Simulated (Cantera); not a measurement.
Feed: 1 mol SiH2Cl2, 0.035 mol Cl2, 65 mol N2, held at 0.00430 bar.

Method: chemical equilibrium by Gibbs-energy minimisation in Cantera with the NASA 1993 tables (ideal gas, pure condensed phases). Candidate condensed phases: NH4Cl, Si, Si3N4; 28 gas species. N2 is the only nitrogen source here; it is nearly inert below about 1500 K, so the nitride shown seldom forms there in practice. The tables' values for SiCl3 are old estimates; treat these amounts as uncertain. Equilibrium is a limit: real reactors are often held back by kinetics, nucleation or transport.

x: gas mole fraction; n: condensed amount in mol.

| T (K) | x N2 | x HCl | x SiCl2 | x H2 | x SiCl4 | n Si3N4(s) |
|---|---|---|---|---|---|---|
| 823 | 0.971 | 0.0226 | 5.82e-10 | 0.00380 | 0.00216 | 0.285 |
| 898 | 0.971 | 0.0233 | 1.77e-8 | 0.00343 | 0.00198 | 0.290 |
| 973 | 0.971 | 0.0239 | 3.15e-7 | 0.00314 | 0.00183 | 0.293 |
| 1048 | 0.971 | 0.0243 | 3.69e-6 | 0.00292 | 0.00171 | 0.295 |
| 1123 | 0.971 | 0.0246 | 3.05e-5 | 0.00275 | 0.00158 | 0.296 |
| 1198 | 0.971 | 0.0248 | 0.000187 | 0.00267 | 0.00138 | 0.295 |
| 1273 | 0.971 | 0.0245 | 0.000825 | 0.00281 | 0.000988 | 0.285 |
| 1348 | 0.970 | 0.0232 | 0.00239 | 0.00345 | 0.000444 | … |
| 1423 | 0.970 | 0.0204 | 0.00454 | 0.00481 | 0.000118 | … |
| 1498 | 0.970 | 0.0168 | 0.00672 | 0.00660 | 2.50e-5 | … |
| 1573 | 0.970 | 0.0131 | 0.00871 | 0.00840 | 5.10e-6 | … |

**Question.** Complete the blanks.

**Answer.** 
- 1348, n Si3N4(s): 0.260
- 1423, n Si3N4(s): 0.222
- 1498, n Si3N4(s): 0.178
- 1573, n Si3N4(s): 0.136
